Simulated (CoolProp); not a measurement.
Vapour-liquid equilibrium of carbon dioxide (1) + carbonyl sulfide (2) at 0.687 MPa; x and y are mole fractions of (1).

Computed with CoolProp (multi-fluid Helmholtz-energy mixture model, Span 1996 and Lemmon 2006; pair parameters Bell 2016).

**Question.** Give the bubble temperature and the first vapour's composition at x = 0.65, 0.75, 0.95. Is there an azeotrope?

**Answer.** x = 0.65: 229.5 K, y = 0.891; x = 0.75: 227.6 K, y = 0.919; x = 0.95: 224.2 K, y = 0.981. No azeotrope shows between x = 0.05 and 0.95.

The pair parameters rest on a limited set of measurements; away from them the model extrapolates.
